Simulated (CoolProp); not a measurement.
Vapour-liquid equilibrium of carbonyl sulfide (1) + propane (2) at 200.2 K; x and y are mole fractions of (1).

The numbers come from the multi-fluid Helmholtz-energy mixture model, Lemmon 2006 and Lemmon 2009; pair parameters Bell 2016 in CoolProp.

| x | bubble pressure (bar) | y at the bubble point | dew pressure at overall composition x (bar) | liquid density (mol/L) |
|---|---|---|---|---|
| 0.05 | 0.2127 | 0.086 | 0.2092 | 14.18 |
| 0.125 | 0.2235 | 0.194 | 0.2166 | 14.54 |
| 0.2 | 0.2328 | 0.287 | 0.2241 | 14.91 |
| 0.275 | 0.2411 | 0.370 | 0.2316 | 15.31 |
| 0.35 | 0.2486 | 0.446 | 0.2391 | 15.72 |
| 0.425 | 0.2557 | 0.518 | 0.2466 | 16.16 |
| 0.5 | 0.2624 | 0.588 | 0.2539 | 16.62 |
| 0.575 | 0.2689 | 0.655 | 0.2611 | 17.10 |
| 0.65 | 0.2754 | 0.722 | 0.2684 | 17.60 |
| 0.725 | 0.2819 | 0.786 | 0.2757 | 18.13 |
| 0.8 | 0.2886 | 0.848 | 0.2834 | 18.69 |
| 0.875 | 0.2954 | 0.908 | 0.2915 | 19.28 |
| 0.95 | 0.3025 | 0.965 | 0.3006 | 19.90 |

No azeotrope shows between x = 0.05 and 0.95.

The pair parameters rest on a limited set of measurements; away from them the model extrapolates.
